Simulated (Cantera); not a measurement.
AlN + H2 (sublimation and decomposition of ceramics)

Feed: 1 mol AlN, 0.026 mol H2, equilibrated at 0.00133 bar.

Method: chemical equilibrium by Gibbs-energy minimisation in Cantera with the NASA 1993 tables (ideal gas, pure condensed phases). Candidate condensed phases: Al, AlN; 13 gas species. Rates play no part.

```tsv
T (K)	x H2	x Al	x N2	x H	x AlH	n AlN(s)
1575	0.998	0.000739	0.000382	0.00114	2.46e-5	1.000
1675	0.989	0.00511	0.00262	0.00316	0.000122	1.000
1775	0.949	0.0283	0.0144	0.00772	0.000491	0.999
1875	0.786	0.130	0.0660	0.0159	0.00158	0.996
1975	0.209	0.513	0.258	0.0171	0.00253	0.939
2075	0.0126	0.652	0.326	0.00818	0.000637	0
2175	0.0100	0.651	0.326	0.0134	0.000467	0
2275	0.00699	0.649	0.325	0.0194	0.000326	0
2375	0.00420	0.647	0.324	0.0250	0.000214	0
2475	0.00222	0.646	0.323	0.0290	0.000134	0
2575	0.00109	0.645	0.323	0.0313	8.15e-5	0
2675	0.000525	0.645	0.322	0.0324	4.98e-5	0
```
x: gas mole fraction; n: condensed amount in mol.

From 1575 K to 1975 K the condensed part is AlN(s). From 2075 K to 2675 K nothing is condensed. The main Al-bearing gas is Al throughout.
